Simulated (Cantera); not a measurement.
Feed: 1 mol CH2F2, 9.9 mol H2, held at 10.0 mbar.

Method: chemical equilibrium by Gibbs-energy minimisation in Cantera with the NASA 1993 tables (ideal gas, pure condensed phases). Candidate condensed phases: C, C6H6, C7H8, C8H18; 95 gas species. Equilibrium is a limit: real reactors are often held back by kinetics, nucleation or transport.

Problem. At 675 °C, list the 3 most abundant gas species with their mole fractions, and the condensed phases.

Solution. H2 0.831, HF 0.168, CH4 0.00118. Condensed: C(graphite).
